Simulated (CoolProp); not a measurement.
A Linde-Hampson liquefier for oxygen: isothermal reversible compression at 300 K from 1 atm to 10 MPa, throttling to 1 atm, return gas leaving the recuperator 0 K below the feed. Each further row changes one setting.

The numbers come from the reference Helmholtz-energy equation of state, Schmidt 1985 in CoolProp.

```
case                        liquid yield per pass  compression work (kJ/kg of gas)
--------------------------  ---------------------  -------------------------------
as stated                                   0.057                              354
high pressure 20 MPa                        0.105                              405
warm-end temperature 330 K                  0.044                              391
warm-end gap 5 K                            0.047                              354
```

Above 300 K oxygen's equation is extrapolated.
